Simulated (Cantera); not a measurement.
Charge: 1 mol Si, 4.9 mol NF3, held at 0.00190 bar.

These are equilibrium values from Cantera (NASA tables, ideal gas, pure condensed phases), not measurements of a reactor. Candidate condensed phases: Si, Si3N4; 16 gas species. Rates play no part.

log p: log10 of the partial pressure in bar; nothing condenses.

```
T (K)  log p F  log p NF3  log p F2  log p N2  log p SiF4  log p NF2  log p SiF3
-----  -------  ---------  --------  --------  ----------  ---------  ----------
573      -6.14      -2.94     -3.91     -3.56       -3.46        ___        <-14
673      -4.64      -3.41     -3.10     -3.36       -3.59        ___        <-14
773      -3.77      -4.55     -3.00     -3.30       -3.68        ___        <-14
873      -3.22      -5.84     -3.17     -3.35       -3.74        ___        <-14
973      -2.94      -7.36     -3.63     -3.43       -3.82        ___        <-14
1073     -2.86      -9.02     -4.29     -3.47       -3.86        ___        <-14
1173     -2.85     -10.54     -4.95     -3.48       -3.87        ___        <-14
1273     -2.84     -11.85     -5.52     -3.48       -3.87        ___        <-14
1373     -2.84     -12.97     -6.02     -3.48       -3.87        ___        <-14
1473     -2.84     -13.94     -6.45     -3.48       -3.87        ___      -14.22
1573     -2.84       <-14     -6.83     -3.48       -3.87        ___      -12.85
1673     -2.84       <-14     -7.16     -3.48       -3.87        ___      -11.64
1773     -2.84       <-14     -7.45     -3.48       -3.87        ___      -10.57
```

### Question
Fill in the missing entries.

### Answer

- 573, log p NF2: -11.41
- 673, log p NF2: -10.04
- 773, log p NF2: -9.57
- 873, log p NF2: -9.50
- 973, log p NF2: -9.78
- 1073, log p NF2: -10.30
- 1173, log p NF2: -10.81
- 1273, log p NF2: -11.26
- 1373, log p NF2: -11.65
- 1473, log p NF2: -11.99
- 1573, log p NF2: -12.29
- 1673, log p NF2: -12.55
- 1773, log p NF2: -12.79
